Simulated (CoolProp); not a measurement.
Vapour-liquid equilibrium of R22 (1) + R152A (2) at 226.2 K; x and y are mole fractions of (1).

Computed with CoolProp (multi-fluid Helmholtz-energy mixture model, Kamei 1995 and Outcalt 1996; pair parameters Bell 2016).

### Question
Give the bubble pressure and the first vapour's composition at x = 0.35, 0.65, 0.95. Is there an azeotrope?

### Answer
x = 0.35: 0.4469 bar, y = 0.530; x = 0.65: 0.5770 bar, y = 0.814; x = 0.95: 0.7276 bar, y = 0.981. No azeotrope shows between x = 0.05 and 0.95.

Pair parameters are fitted to limited data, so mixtures are less certain than the pure fluids.
